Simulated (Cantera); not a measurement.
A Cantera script and what it prints.

```python
import numpy as np
import cantera as ct

gas_names = [...]  # 123 gases of nasa_gas.yaml made of C, H, O, Si
cond_names = """
    C(gr) C6H6(L) C7H8(L) C8H18(L),n-octa H2O(s) H2O(L) Si(cr) Si(L) SiC(b) SiO2(Lqz) SiO2(hqz) SiO2(L)
""".split()


# ... load() reads the species with a 1 bar reference pressure and builds the phases ...
atoms = {
    'SiH4': {'Si': 1, 'H': 4},
    'CO2': {'C': 1, 'O': 2},
    'O2': {'O': 2},
}
top_T = {'C(gr)': 4500, 'SiC(b)': 3050}  # K; cautious upper limits of use, not melting points


# ... equilibrate(T, P, feed) seeds the gas with the atoms and calls Mixture.equilibrate('TP', solver="vcs", rtol=1e-11, max_steps=5000) ...
results = []
feed = {'SiH4': 1, 'CO2': 6.2, 'O2': 4.6}  # mol
P = 8600  # Pa
for T in [525, 625, 725, 825, 925, 1025, 1125, 1225, 1325, 1425, 1525, 1625, 1725, 1825]:
    mix = equilibrate(T, P, feed)
    results.append((T, P, feed, dict(zip(mix.species_names, mix.species_moles))))
    x = sorted(zip(gas.X, gas.species_names), reverse=True)
    print(f"T = {T:g} K  P = {P:g} Pa  gas = {mix.phase_moles(0):.4g} mol")
    print("   x: " + "  ".join(f"{s} {v:.3e}" for v, s in x if v > 1e-05))
    print("   condensed (mol): " + ("  ".join(f"{mix.phase(i).name} {mix.phase_moles(i):.4g}"
          for i in range(1, mix.n_phases) if mix.phase_moles(i) > 1e-12) or "none"))
```

Result:

```
T = 525 K  P = 8600 Pa  gas = 10.8 mol
   x: CO2 5.741e-01  O2 2.407e-01  H2O 1.852e-01
   condensed (mol): SiO2(Lqz) 1
T = 625 K  P = 8600 Pa  gas = 10.8 mol
   x: CO2 5.741e-01  O2 2.407e-01  H2O 1.852e-01
   condensed (mol): SiO2(Lqz) 1
T = 725 K  P = 8600 Pa  gas = 10.8 mol
   x: CO2 5.741e-01  O2 2.407e-01  H2O 1.852e-01
   condensed (mol): SiO2(Lqz) 1
T = 825 K  P = 8600 Pa  gas = 10.8 mol
   x: CO2 5.741e-01  O2 2.407e-01  H2O 1.852e-01
   condensed (mol): SiO2(Lqz) 1
T = 925 K  P = 8600 Pa  gas = 10.8 mol
   x: CO2 5.741e-01  O2 2.407e-01  H2O 1.852e-01
   condensed (mol): SiO2(hqz) 1
T = 1025 K  P = 8600 Pa  gas = 10.8 mol
   x: CO2 5.741e-01  O2 2.407e-01  H2O 1.852e-01
   condensed (mol): SiO2(hqz) 1
T = 1125 K  P = 8600 Pa  gas = 10.8 mol
   x: CO2 5.741e-01  O2 2.407e-01  H2O 1.852e-01
   condensed (mol): SiO2(hqz) 1
T = 1225 K  P = 8600 Pa  gas = 10.8 mol
   x: CO2 5.741e-01  O2 2.407e-01  H2O 1.852e-01  OH 1.086e-05
   condensed (mol): SiO2(hqz) 1
T = 1325 K  P = 8600 Pa  gas = 10.8 mol
   x: CO2 5.741e-01  O2 2.407e-01  H2O 1.852e-01  OH 3.626e-05
   condensed (mol): SiO2(hqz) 1
T = 1425 K  P = 8600 Pa  gas = 10.8 mol
   x: CO2 5.741e-01  O2 2.407e-01  H2O 1.851e-01  OH 1.023e-04
   condensed (mol): SiO2(hqz) 1
T = 1525 K  P = 8600 Pa  gas = 10.8 mol
   x: CO2 5.740e-01  O2 2.407e-01  H2O 1.850e-01  OH 2.519e-04  CO 2.823e-05
   condensed (mol): SiO2(hqz) 1
T = 1625 K  P = 8600 Pa  gas = 10.8 mol
   x: CO2 5.738e-01  O2 2.406e-01  H2O 1.849e-01  OH 5.549e-04  CO 1.099e-04  O 3.256e-05  H2 1.139e-05
   condensed (mol): SiO2(hqz) 1
T = 1725 K  P = 8600 Pa  gas = 10.81 mol
   x: CO2 5.734e-01  O2 2.405e-01  H2O 1.845e-01  OH 1.115e-03  CO 3.646e-04  O 9.706e-05  H2 3.334e-05
   condensed (mol): SiO2(L) 1
T = 1825 K  P = 8600 Pa  gas = 10.81 mol
   x: CO2 5.723e-01  O2 2.404e-01  H2O 1.838e-01  OH 2.073e-03  CO 1.057e-03  O 2.569e-04  H2 8.666e-05  H 1.398e-05
   condensed (mol): SiO2(L) 1
```

These are equilibrium values from Cantera (NASA tables, ideal gas, pure condensed phases), not measurements of a reactor. The tables hold silica as quartz up to 1696 K and as liquid above; real silica turns to tridymite and cristobalite and melts near 1996 K. Gases not in the tables: Si(OH)4.
